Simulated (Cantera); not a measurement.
Si + Br₂ (silicon etching in halogen gases)

A closed system holds: 1 mol Si, a varied amount of Br₂, equilibrated at 325 °C and 100000 Pa.

Equilibrium computed with Cantera from the NASA thermochemical tables; the gas is ideal and each condensed phase is pure. Candidate condensed phases: Br₂, Si; 9 gas species. The numbers say what is thermodynamically allowed, not how fast it happens.

```json
[
 {"n(Br₂) (mol)": "0.62", "log p SiBr₄": "0.00", "log p Br₂": "<-12", "log p Br": "<-12", "log p SiBr₃": "-6.37", "log p SiBr₂": "-8.09", "n Si(s)": "0.690"},
 {"n(Br₂) (mol)": "0.86", "log p SiBr₄": "0.00", "log p Br₂": "<-12", "log p Br": "<-12", "log p SiBr₃": "-6.37", "log p SiBr₂": "-8.09", "n Si(s)": "0.570"},
 {"n(Br₂) (mol)": "1.1", "log p SiBr₄": "0.00", "log p Br₂": "<-12", "log p Br": "<-12", "log p SiBr₃": "-6.37", "log p SiBr₂": "-8.09", "n Si(s)": "0.450"},
 {"n(Br₂) (mol)": "1.3", "log p SiBr₄": "0.00", "log p Br₂": "<-12", "log p Br": "<-12", "log p SiBr₃": "-6.37", "log p SiBr₂": "-8.09", "n Si(s)": "0.350"},
 {"n(Br₂) (mol)": "1.6", "log p SiBr₄": "0.00", "log p Br₂": "<-12", "log p Br": "<-12", "log p SiBr₃": "-6.37", "log p SiBr₂": "-8.09", "n Si(s)": "0.200"},
 {"n(Br₂) (mol)": "1.8", "log p SiBr₄": "0.00", "log p Br₂": "<-12", "log p Br": "<-12", "log p SiBr₃": "-6.37", "log p SiBr₂": "-8.09", "n Si(s)": "0.1000"},
 {"n(Br₂) (mol)": "2", "log p SiBr₄": "0.00", "log p Br₂": "-10.31", "log p Br": "-10.82", "log p SiBr₃": "-9.95", "log p SiBr₂": "<-12", "n Si(s)": "0"},
 {"n(Br₂) (mol)": "2.3", "log p SiBr₄": "-0.11", "log p Br₂": "-0.64", "log p Br": "-5.98", "log p SiBr₃": "<-12", "log p SiBr₂": "<-12", "n Si(s)": "0"},
 {"n(Br₂) (mol)": "2.5", "log p SiBr₄": "-0.18", "log p Br₂": "-0.48", "log p Br": "-5.90", "log p SiBr₃": "<-12", "log p SiBr₂": "<-12", "n Si(s)": "0"},
 {"n(Br₂) (mol)": "2.8", "log p SiBr₄": "-0.26", "log p Br₂": "-0.35", "log p Br": "-5.84", "log p SiBr₃": "<-12", "log p SiBr₂": "<-12", "n Si(s)": "0"},
 {"n(Br₂) (mol)": "3", "log p SiBr₄": "-0.30", "log p Br₂": "-0.30", "log p Br": "-5.82", "log p SiBr₃": "<-12", "log p SiBr₂": "<-12", "n Si(s)": "0"},
 {"n(Br₂) (mol)": "3.2", "log p SiBr₄": "-0.34", "log p Br₂": "-0.26", "log p Br": "-5.80", "log p SiBr₃": "<-12", "log p SiBr₂": "<-12", "n Si(s)": "0"}
]
```
log p: log10 of the partial pressure in bar; n: condensed amount in mol.

From 0.62 mol Br₂ to 1.8 mol Br₂ the condensed part is Si(s). From 2 mol Br₂ to 3.2 mol Br₂ nothing is condensed. The main Si-bearing gas is SiBr₄ throughout.
